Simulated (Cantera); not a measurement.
A Cantera script and its output.

```python
import numpy as np
import cantera as ct

gas = ct.Solution("h2o2.yaml")
gas.TPX = 600, 101325, {'H2': 1, 'O2': 0.847, 'N2': 3.19}
flame = ct.FreeFlame(gas, width=0.04)
flame.set_refine_criteria(ratio=3, slope=0.08, curve=0.16)
flame.transport_model = "mixture-averaged"
flame.solve(loglevel=0, auto=True)
flame.transport_model = "multicomponent"
flame.soret_enabled = False
flame.solve(loglevel=0, refine_grid=True)
z, T = flame.grid, flame.T
thick = (T[-1] - T[0]) / np.gradient(T, z).max()
show = ['H2', 'O2', 'H', 'O', 'OH', 'H2O']
print(f"laminar burning velocity  {flame.velocity[0] * 100:.3f} cm/s")
print(f"burnt temperature         {T[-1]:.1f} K")
print(f"thermal thickness         {thick * 1e3:.4f} mm")
print(f"grid points               {len(z)}")
z0 = z[flame.heat_release_rate.argmax()]
print(f"{'z/mm':>9s}{'T/K':>9s}{'u/(m/s)':>9s}" + "".join(f"{s:>11s}" for s in show))
rows = []
for k in (-3, -2, -1.5, -1, -0.5, -0.25, 0, 0.25, 0.5, 1, 2, 4, 8):
    zz = z0 + k * thick
    rows.append([k * thick, np.interp(zz, z, T), np.interp(zz, z, flame.velocity),
                 *(np.interp(zz, z, flame.X[gas.species_index(s)]) for s in show)])
    print(f"{rows[-1][0] * 1e3:9.3f}{rows[-1][1]:9.1f}{rows[-1][2]:9.3f}" + "".join(f"{x:11.3e}" for x in rows[-1][3:]))
```

It prints:

```
laminar burning velocity  415.690 cm/s
burnt temperature         2050.1 K
thermal thickness         0.4168 mm
grid points               112
     z/mm      T/K  u/(m/s)         H2         O2          H          O         OH        H2O
   -1.250    600.0    4.157  1.985e-01  1.682e-01  1.294e-14  1.203e-13  4.211e-15  3.138e-10
   -0.834    600.0    4.157  1.985e-01  1.682e-01  1.081e-12  8.473e-12  2.970e-13  1.002e-08
   -0.625    600.0    4.156  1.984e-01  1.682e-01  1.654e-10  4.556e-10  1.629e-11  2.041e-07
   -0.417    600.2    4.154  1.976e-01  1.683e-01  6.106e-08  2.718e-08  2.331e-09  6.684e-06
   -0.208    638.4    4.358  1.840e-01  1.695e-01  1.741e-04  1.712e-05  9.594e-05  2.774e-03
   -0.104    854.3    5.681  1.455e-01  1.634e-01  3.481e-03  4.440e-04  7.469e-04  2.660e-02
    0.000   1205.0    7.819  7.712e-02  1.325e-01  1.487e-02  4.484e-03  3.129e-03  9.333e-02
    0.104   1464.5    9.425  2.912e-02  9.590e-02  2.058e-02  1.022e-02  7.646e-03  1.555e-01
    0.208   1605.2   10.285  1.559e-02  8.264e-02  1.757e-02  1.158e-02  1.017e-02  1.777e-01
    0.417   1746.8   11.116  1.079e-02  7.790e-02  1.093e-02  9.564e-03  1.155e-02  1.897e-01
    0.834   1868.9   11.807  7.340e-03  7.630e-02  5.281e-03  6.274e-03  1.120e-02  1.991e-01
    1.667   1959.1   12.305  4.043e-03  7.585e-02  1.930e-03  3.345e-03  9.260e-03  2.070e-01
    3.334   2012.4   12.594  1.816e-03  7.615e-02  5.486e-04  1.482e-03  6.612e-03  2.123e-01
```

Computed with Cantera and the H2/O2 subset of GRI-Mech 3.0, which has no nitrogen chemistry. Burning velocities carry a grid error of a few per cent, more on coarse grids. Lean hydrogen flames are cellular in practice and burn faster than this planar one.
